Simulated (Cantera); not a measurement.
A Cantera script and what it prints.

```python
import numpy as np
import cantera as ct

gas_names = """
    H HNO HNO2 HNO3 HO2 H2 H2O H2O2 H2S H2SO4 N NH NH2 NH3 NH2OH NO NO2 NO3 N2 N2H2 N2H4 N2O O OH O2 O3
    S SH SN SO SO2 SO3 S2 S2O S8
""".split()
cond_names = """
    H2O(s) H2O(L) H2SO4(L) S(cr1) S(cr2) S(L)
""".split()


# ... load() reads the species with a 1 bar reference pressure and builds the phases ...
atoms = {
    'N2O': {'N': 2, 'O': 1},
    'SO2': {'S': 1, 'O': 2},
    'H2': {'H': 2},
}
top_T = {}  # K; cautious upper limits of use, not melting points


# ... equilibrate(T, P, feed) seeds the gas with the atoms and calls Mixture.equilibrate('TP', solver="vcs", rtol=1e-11, max_steps=5000) ...
results = []
feed = {'N2O': 1, 'SO2': 0.26, 'H2': 0.17}  # mol
T = 1923.15  # K
P = 38000  # Pa
mix = equilibrate(T, P, feed)
results.append((T, P, feed, dict(zip(mix.species_names, mix.species_moles))))
print(gas.report(threshold=1e-06))
for i in range(1, mix.n_phases):
    print(f"{mix.phase(i).name:16s} {mix.phase_moles(i):12.5e} mol")
```

Output:

```
       temperature   1923.2 K
          pressure   38000 Pa
           density   0.078549 kg/m^3
  mean mol. weight   33.053 kg/kmol
   phase of matter   gas

                          1 kg             1 kmol
                     ---------------   ---------------
          enthalpy            -94821       -3.1341e+06  J
   internal energy       -5.7859e+05       -1.9124e+07  J
           entropy            8669.6        2.8655e+05  J/K
    Gibbs function       -1.6768e+07       -5.5422e+08  J
 heat capacity c_p            1234.2             40794  J/K
 heat capacity c_v            982.67             32480  J/K

                      mass frac. Y      mole frac. X     chem. pot. / RT
                     ---------------   ---------------   ---------------
                 H        3.2849e-07        1.0771e-05           -15.118
               HO2        1.6059e-06        1.6082e-06           -46.218
                H2        3.0235e-06        4.9572e-05           -30.236
               H2O          0.049701          0.091189           -45.786
                NO         0.0047415          0.005223           -29.747
               NO2        9.1293e-06         6.559e-06           -45.297
                N2           0.45695           0.53914           -28.395
                 O        0.00013392        0.00027667            -15.55
                OH        0.00087791         0.0017062           -30.668
                O2           0.21447           0.22154             -31.1
                SO        5.0686e-05        3.4859e-05           -41.734
               SO2           0.27236           0.14053           -57.284
               SO3        0.00069463        0.00028679           -72.834
     [  +22 minor]        3.3991e-07        2.6294e-07

S(L)              0.00000e+00 mol
```

Equilibrium computed with Cantera from the NASA thermochemical tables; the gas is ideal and each condensed phase is pure.
